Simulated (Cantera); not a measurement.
An adiabatic, constant-volume homogeneous reactor starts with 12.8 % CO, 1.09 % H2, 4.50 % CH4, 17.7 % O2, 63.8 % N2, equivalence ratio 0.90, at 1425 K and 13500 Torr.

Cantera simulation using GRI-Mech 3.0 (53 species, 325 reactions); the numbers are that mechanism's predictions, not measurements. The pressure lies above the range GRI-Mech 3.0 was tuned for (to about 10 atm). Above 3000 K some thermodynamic fits are extrapolated.

Task: Predict: time of steepest temperature rise; temperature at 0.100 s; equilibrium temperature; x(CO) at 0.100 s; x(H2) at 0.100 s; x(HO2) at 0.100 s; x(O) at 0.100 s.

Result: 
| Quantity | Result |
|---|---|
| time of steepest temperature rise | 60.9 µs |
| temperature at 0.100 s | 3101 K |
| equilibrium temperature | 3101 K |
| x(CO) at 0.100 s | 0.0539 (gas-phase equilibrium 0.0539) |
| x(H2) at 0.100 s | 0.00509 (gas-phase equilibrium 0.00509) |
| x(HO2) at 0.100 s | 2.93e-5 (gas-phase equilibrium 2.93e-5) |
| x(O) at 0.100 s | 0.00466 (gas-phase equilibrium 0.00466) |
